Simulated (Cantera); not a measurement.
An adiabatic, constant-volume homogeneous reactor starts with C₃H₈ : O₂ : N₂ = 1 : 10.2 : 38.4 (molar parts), equivalence ratio 0.49, at 1098 K and 720 Torr.

Model: GRI-Mech 3.0 (53 species, 325 reactions), integrated in Cantera. GRI-Mech 3.0 was tuned for natural gas; its chemistry of propane as a main component is partial and can be far from experiment.

x: mole fraction; the columns are a selection and need not sum to one.

```json
[
 {"t (s)": "9.00e-6", "T (K)": "1098", "P (bar)": "0.960", "x C₃H₈": "0.0202", "x O₂": "0.206", "x CO": "<1e-12", "x NO₂": "<1e-12", "x OH": "1.21e-10", "x O": "6.85e-11", "x H₂O₂": "4.00e-11"},
 {"t (s)": "2.07e-5", "T (K)": "1098", "P (bar)": "0.960", "x C₃H₈": "0.0202", "x O₂": "0.206", "x CO": "<1e-12", "x NO₂": "<1e-12", "x OH": "1.62e-10", "x O": "8.10e-11", "x H₂O₂": "2.89e-10"},
 {"t (s)": "4.77e-5", "T (K)": "1098", "P (bar)": "0.960", "x C₃H₈": "0.0202", "x O₂": "0.206", "x CO": "<1e-12", "x NO₂": "<1e-12", "x OH": "2.36e-10", "x O": "9.31e-11", "x H₂O₂": "1.78e-9"},
 {"t (s)": "0.000110", "T (K)": "1098", "P (bar)": "0.960", "x C₃H₈": "0.0202", "x O₂": "0.206", "x CO": "6.09e-12", "x NO₂": "<1e-12", "x OH": "4.59e-10", "x O": "1.27e-10", "x H₂O₂": "9.90e-9"},
 {"t (s)": "0.000253", "T (K)": "1098", "P (bar)": "0.960", "x C₃H₈": "0.0202", "x O₂": "0.206", "x CO": "8.61e-11", "x NO₂": "<1e-12", "x OH": "1.26e-9", "x O": "2.43e-10", "x H₂O₂": "5.14e-8"},
 {"t (s)": "0.000583", "T (K)": "1098", "P (bar)": "0.960", "x C₃H₈": "0.0202", "x O₂": "0.206", "x CO": "1.83e-9", "x NO₂": "<1e-12", "x OH": "4.38e-9", "x O": "6.75e-10", "x H₂O₂": "2.35e-7"},
 {"t (s)": "0.00134", "T (K)": "1098", "P (bar)": "0.960", "x C₃H₈": "0.0201", "x O₂": "0.206", "x CO": "4.60e-8", "x NO₂": "<1e-12", "x OH": "1.09e-8", "x O": "(withheld)", "x H₂O₂": "6.91e-7"},
 {"t (s)": "0.00309", "T (K)": "1098", "P (bar)": "0.960", "x C₃H₈": "0.0201", "x O₂": "0.206", "x CO": "5.44e-7", "x NO₂": "<1e-12", "x OH": "1.20e-8", "x O": "(withheld)", "x H₂O₂": "9.50e-7"},
 {"t (s)": "0.00711", "T (K)": "1098", "P (bar)": "0.960", "x C₃H₈": "0.0199", "x O₂": "0.206", "x CO": "3.85e-6", "x NO₂": "<1e-12", "x OH": "1.36e-8", "x O": "(withheld)", "x H₂O₂": "1.14e-6"},
 {"t (s)": "0.0164", "T (K)": "1099", "P (bar)": "0.961", "x C₃H₈": "0.0195", "x O₂": "0.205", "x CO": "2.60e-5", "x NO₂": "<1e-12", "x OH": "1.87e-8", "x O": "(withheld)", "x H₂O₂": "1.69e-6"},
 {"t (s)": "0.0377", "T (K)": "1103", "P (bar)": "0.967", "x C₃H₈": "0.0180", "x O₂": "0.204", "x CO": "0.000251", "x NO₂": "<1e-12", "x OH": "5.53e-8", "x O": "(withheld)", "x H₂O₂": "4.97e-6"},
 {"t (s)": "0.0869", "T (K)": "2371", "P (bar)": "2.12", "x C₃H₈": "<1e-12", "x O₂": "0.0971", "x CO": "0.00226", "x NO₂": "9.05e-6", "x OH": "0.00562", "x O": "0.00160", "x H₂O₂": "1.80e-7"},
 {"t (s)": "0.200", "T (K)": "2365", "P (bar)": "2.12", "x C₃H₈": "<1e-12", "x O₂": "0.0957", "x CO": "0.00219", "x NO₂": "1.19e-5", "x OH": "0.00549", "x O": "0.00153", "x H₂O₂": "1.76e-7"}
]
```

What belongs in the gaps?


- 0.00134, x O: 1.57e-9
- 0.00309, x O: 1.73e-9
- 0.00711, x O: 1.98e-9
- 0.0164, x O: 2.79e-9
- 0.0377, x O: 8.64e-9
